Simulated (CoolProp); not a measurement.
Vapour-liquid equilibrium of R143a (1) + isobutene (2) at 260 kPa; x and y are mole fractions of (1).

Computed with CoolProp (multi-fluid Helmholtz-energy mixture model, Lemmon and Jacobsen 2000 and Lemmon 2005; pair parameters Bell 2016).

```json
[
 {"x": "0.05", "bubble temperature, mixture model (K)": "282.3", "bubble temperature, Raoult's law (K)": "288.2", "y, mixture model": "0.310", "y, Raoult's law": "0.186"},
 {"x": "0.2", "bubble temperature, mixture model (K)": "266.0", "bubble temperature, Raoult's law (K)": "276.9", "y, mixture model": "0.656", "y, Raoult's law": "0.534"},
 {"x": "0.35", "bubble temperature, mixture model (K)": "259.3", "bubble temperature, Raoult's law (K)": "268.6", "y, mixture model": "0.762", "y, Raoult's law": "0.722"},
 {"x": "0.5", "bubble temperature, mixture model (K)": "255.7", "bubble temperature, Raoult's law (K)": "262.2", "y, mixture model": "0.819", "y, Raoult's law": "0.834"},
 {"x": "0.65", "bubble temperature, mixture model (K)": "253.1", "bubble temperature, Raoult's law (K)": "257.0", "y, mixture model": "0.864", "y, Raoult's law": "0.906"},
 {"x": "0.8", "bubble temperature, mixture model (K)": "250.8", "bubble temperature, Raoult's law (K)": "252.7", "y, mixture model": "0.913", "y, Raoult's law": "0.955"},
 {"x": "0.95", "bubble temperature, mixture model (K)": "248.7", "bubble temperature, Raoult's law (K)": "249.1", "y, mixture model": "0.974", "y, Raoult's law": "0.991"}
]
```

The largest gap from Raoult's law is -10.9 K in bubble temperature, at x = 0.2. No azeotrope shows between x = 0.05 and 0.95.

The pair parameters rest on a limited set of measurements; away from them the model extrapolates.
